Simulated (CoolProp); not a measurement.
Vapour-liquid equilibrium of benzene (1) + m-xylene (2) at 0.536 bar; x and y are mole fractions of (1).

Model: multi-fluid Helmholtz-energy mixture model, Thol 2012 and Zhou 2012; pair parameters Bell 2016, in CoolProp.

| x | bubble temperature (K) | y at the bubble point | dew temperature at overall composition x (K) | liquid density (mol/L) |
|---|---|---|---|---|
| 0.05 | 383.6 | 0.218 | 388.6 | 7.476 |
| 0.2 | 368.9 | 0.591 | 384.1 | 7.934 |
| 0.35 | 358.6 | 0.768 | 379.0 | 8.390 |
| 0.5 | 350.8 | 0.866 | 373.1 | 8.863 |
| 0.65 | 344.6 | 0.926 | 365.8 | 9.363 |
| 0.8 | 339.5 | 0.966 | 356.3 | 9.901 |
| 0.95 | 335.2 | 0.993 | 341.7 | 10.48 |

No azeotrope shows between x = 0.05 and 0.95.

The pair parameters rest on a limited set of measurements; away from them the model extrapolates.
